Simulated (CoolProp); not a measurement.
Vapour-liquid equilibrium of cyclohexane (1) + ethylbenzene (2) at 451.1 K; x and y are mole fractions of (1).

Model: multi-fluid Helmholtz-energy mixture model, Zhou 2014 and Zhou 2012; pair parameters Bell 2016, in CoolProp.

### Question
Give the bubble pressure and the first vapour's composition at x = 0.725, 0.8, 0.95. Is there an azeotrope?

### Answer
x = 0.725: 763.4 kPa, y = 0.871; x = 0.8: 809.0 kPa, y = 0.907; x = 0.95: 901.2 kPa, y = 0.977. No azeotrope shows between x = 0.05 and 0.95.

Pair parameters are fitted to limited data, so mixtures are less certain than the pure fluids.
